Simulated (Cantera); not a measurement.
Input: 1 mol Cu2O, 580 mol H2, 0.94 mol H2O, equilibrated at 10.0 mbar.

Cantera equilibrium calculation (NASA polynomials, part measured and part estimated; ideal gas, pure solids and liquids). Candidate condensed phases: Cu, CuO, Cu(OH)2, Cu2O, H2O; 12 gas species. Equilibrium is a limit: real reactors are often held back by kinetics, nucleation or transport.

### Question
What share of the Cu ends up in condensed phases as a function of T (°C), at 852, 927, 1002, 1077, 1152, 1227, 1302?

### Answer
```csv
T (°C),Cu condensed (%),as
852,100.0,Cu(s)
927,100.0,Cu(s)
1002,99.7,Cu(s)
1077,98.6,Cu(s)
1152,93.7,Cu(l)
1227,76.1,Cu(l)
1302,20.3,Cu(l)
```
